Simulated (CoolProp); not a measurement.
A Linde-Hampson liquefier for oxygen: isothermal reversible compression at 290 K from 1 atm to 15 MPa, throttling to 1 atm, return gas leaving the recuperator 5 K below the feed. Each further row changes one setting.

Model: reference Helmholtz-energy equation of state, Schmidt 1985, in CoolProp.

```csv
case,liquid yield per pass,compression work (kJ/kg of gas)
as stated,0.081,370
high pressure 30 MPa,0.141,419
warm-end temperature 320 K,0.059,411
warm-end gap 10 K,0.070,370
```

Above 300 K oxygen's equation is extrapolated.
